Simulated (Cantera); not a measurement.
An adiabatic, constant-volume homogeneous reactor starts with CH4 : O2 : N2 = 1 : 2.47 : 15.6 (molar parts), equivalence ratio 0.81, at 1225 K and 100000 Pa. Integrator tolerance rtol = 1e-08.

Computed with Cantera and GRI-Mech 3.0 (53 species, 325 reactions).

Task: What does this change do: initial temperature 1225 to 1100 K?

Result: 
```tsv
quantity	before	after
time of steepest temperature rise	45.8 ms	not reached
temperature at 0.100 s	2472 K	1101 K
equilibrium temperature	2472 K	2401 K
x(CH4) at 0.100 s	<1e-12 (gas-phase equilibrium <1e-12)	0.0523 (gas-phase equilibrium <1e-12)
x(O2) at 0.100 s	0.0232 (gas-phase equilibrium 0.0232)	0.129 (gas-phase equilibrium 0.0228)
x(C2H) at 0.100 s	<1e-12 (gas-phase equilibrium <1e-12)	<1e-12 (gas-phase equilibrium <1e-12)
x(OH) at 0.100 s	0.00634 (gas-phase equilibrium 0.00634)	2.21e-9 (gas-phase equilibrium 0.00496)
x(H) at 0.100 s	0.000760 (gas-phase equilibrium 0.000760)	1.51e-9 (gas-phase equilibrium 0.000438)
```

Task: What does this change do: initial temperature 1225 to 1273 K?

Result: 
```json
[
 {"quantity": "time of steepest temperature rise", "before": "45.8 ms", "after": "23.7 ms"},
 {"quantity": "temperature at 0.100 s", "before": "2472 K", "after": "2497 K"},
 {"quantity": "equilibrium temperature", "before": "2472 K", "after": "2497 K"},
 {"quantity": "x(CH4) at 0.100 s", "before": "<1e-12 (gas-phase equilibrium <1e-12)", "after": "<1e-12 (gas-phase equilibrium <1e-12)"},
 {"quantity": "x(O2) at 0.100 s", "before": "0.0232 (gas-phase equilibrium 0.0232)", "after": "0.0234 (gas-phase equilibrium 0.0234)"},
 {"quantity": "x(C2H) at 0.100 s", "before": "<1e-12 (gas-phase equilibrium <1e-12)", "after": "<1e-12 (gas-phase equilibrium <1e-12)"},
 {"quantity": "x(OH) at 0.100 s", "before": "0.00634 (gas-phase equilibrium 0.00634)", "after": "0.00691 (gas-phase equilibrium 0.00691)"},
 {"quantity": "x(H) at 0.100 s", "before": "0.000760 (gas-phase equilibrium 0.000760)", "after": "0.000920 (gas-phase equilibrium 0.000920)"}
]
```
